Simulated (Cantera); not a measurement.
**Thermodynamics of carbothermic reduction, feed TiO2 + CO**

A closed system holds: 1 mol TiO2, 2.2 mol CO, at 13300 Pa.

Equilibrium computed with Cantera from the NASA thermochemical tables; the gas is ideal and each condensed phase is pure. Candidate condensed phases: C, Ti, TiC, TiO, TiO2, Ti2O3, Ti3O5, Ti4O7; 15 gas species. Mutual solubility and eutectic melting of coexisting phases are not modelled. Condensed phases not in the tables: Magnéli phases beyond Ti4O7. Rates play no part.

From 627 °C to 977 °C the condensed part is C(graphite) + TiO2(rutile). From 1027 °C to 1227 °C the condensed part is TiO2(rutile) + Ti4O7(s).

```
T (°C)  log p CO  log p CO2  n C(graphite)  n TiO2(rutile)  n Ti4O7(s)
------  --------  ---------  -------------  --------------  ----------
627        -1.05      -1.35          0.548            1.00           0
677        -0.95      -1.68          0.300            1.00           0
727        -0.90      -2.06          0.136            1.00           0
777        -0.89      -2.44         0.0578            1.00           0
827        -0.88      -2.81         0.0250            1.00           0
877        -0.88      -3.16         0.0114            1.00           0
927        -0.88      -3.48        0.00550            1.00           0
977        -0.88      -3.77        0.00281            1.00           0
1027       -0.88      -3.65              0           0.985     0.00373
1077       -0.88      -3.49              0           0.979     0.00531
1127       -0.88      -3.35              0           0.970     0.00740
1177       -0.88      -3.21              0           0.960      0.0101
1227       -0.88      -3.09              0           0.946      0.0135
```
log p: log10 of the partial pressure in bar; n: condensed amount in mol.
